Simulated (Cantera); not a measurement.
What does this Cantera script print?

```python
import numpy as np
import cantera as ct

gas = ct.Solution("gri30.yaml")


def delay(T, t_max=10):
    gas.TPX = T, 1000000, {'H2': 1, 'O2': 0.333, 'N2': 1.25}
    reactor = ct.IdealGasConstPressureReactor(gas, clone=False)
    net = ct.ReactorNet([reactor])
    net.rtol, net.atol = 1e-8, 1e-16
    while net.time < t_max:
        t_old, T_old = net.time, reactor.T
        net.step()
        if reactor.T > T + 400:  # ignition: a rise of 400 K
            return t_old + (T + 400 - T_old) / (reactor.T - T_old) * (net.time - t_old)
    return np.nan


taus = []
for T in [1298, 1398, 1498, 1598, 1698, 1798]:
    taus.append(delay(T))
    print(f"T0 = {T:6g} K   tau = {taus[-1]:.4e} s")
```

It prints:

```
T0 =   1298 K   tau = 5.4994e-06 s
T0 =   1398 K   tau = 2.4393e-06 s
T0 =   1498 K   tau = 1.5182e-06 s
T0 =   1598 K   tau = 1.0778e-06 s
T0 =   1698 K   tau = 8.2678e-07 s
T0 =   1798 K   tau = 6.7149e-07 s
```

Model: GRI-Mech 3.0 (53 species, 325 reactions), integrated in Cantera. The hydrogen kinetics of GRI-Mech 3.0 are dated; newer H2 mechanisms differ, most at raised pressure. Where the delays flatten at high temperature, the 400 K rule measures the pace of heat release, not the induction time.
